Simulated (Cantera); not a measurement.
Cantera run:

```python
import numpy as np
import cantera as ct

gas_names = """
    Cu CuO Cu2 H HO2 H2 H2O H2O2 O OH O2 O3
""".split()
cond_names = """
    Cu(cr) Cu(L) CuO(s) CuO2H2(s) Cu2O(s) Cu2O(L) H2O(s) H2O(L)
""".split()


# ... load() reads the species with a 1 bar reference pressure and builds the phases ...
atoms = {
    'Cu2O': {'Cu': 2, 'O': 1},
    'H2': {'H': 2},
}
top_T = {'CuO(s)': 1390}  # K; cautious upper limits of use, not melting points


# ... equilibrate(T, P, feed) seeds the gas with the atoms and calls Mixture.equilibrate('TP', solver="vcs", rtol=1e-11, max_steps=5000) ...
results = []
feed = {'Cu2O': 1, 'H2': 0.81}  # mol
P = 110000  # Pa
for T in [1000, 1150, 1300, 1450, 1600, 1750, 1900, 2050, 2200]:
    mix = equilibrate(T, P, feed)
    results.append((T, P, feed, dict(zip(mix.species_names, mix.species_moles))))

top = {s: max(r[3][s] / sum(r[3][g] for g in gas_names) for r in results) for s in gas_names}
cols = sorted((s for s in top if top[s] > 0.001), key=lambda s: -top[s])[:8]
seen = [c for c in cond_names if any(r[3].get(c, 0) > 1e-12 for r in results)]
print("log10 of partial pressures in bar; condensed amounts in mol")
print(f"{'T/K':>10s}" + "".join(f"{s[:9]:>10s}" for s in cols + seen))
for T, P, feed, n in results:
    ng = sum(n[g] for g in gas_names)
    print(f"{T:10.4g}" + "".join(f"{np.log10(max(n[s] / ng * P / 1e5, 1e-99)):10.3f}" for s in cols)
          + "".join(f"{n.get(c, 0):10.4g}" for c in seen))
```

It prints:

```
log10 of partial pressures in bar; condensed amounts in mol
       T/K       H2O        O2        Cu        OH        H2    Cu(cr)     Cu(L)   Cu2O(s)   Cu2O(L)
      1000     0.041    -9.979   -10.807    -8.744    -5.027      1.62         0      0.19         0
      1150     0.041    -7.701    -8.539    -7.067    -4.475      1.62         0      0.19         0
      1300     0.041    -5.959    -6.802    -5.779    -4.041      1.62         0    0.1901         0
      1450     0.041    -4.458    -5.464    -4.727    -3.753         0      1.62    0.1901         0
      1600     0.041    -3.409    -4.401    -3.914    -3.433         0     1.621         0    0.1897
      1750     0.040    -2.723    -3.525    -3.288    -3.075         0     1.625         0    0.1876
      1900     0.037    -2.156    -2.792    -2.764    -2.771         0     1.638         0    0.1802
      2050     0.027    -1.682    -2.169    -2.323    -2.512         0     1.677         0    0.1589
      2200     0.003    -1.280    -1.635    -1.952    -2.300         0      1.77         0    0.1052
```

Cantera equilibrium calculation (NASA polynomials, part measured and part estimated; ideal gas, pure solids and liquids). Each liquid is taken as pure. Mutual solubility and eutectic melting of coexisting phases are not modelled.
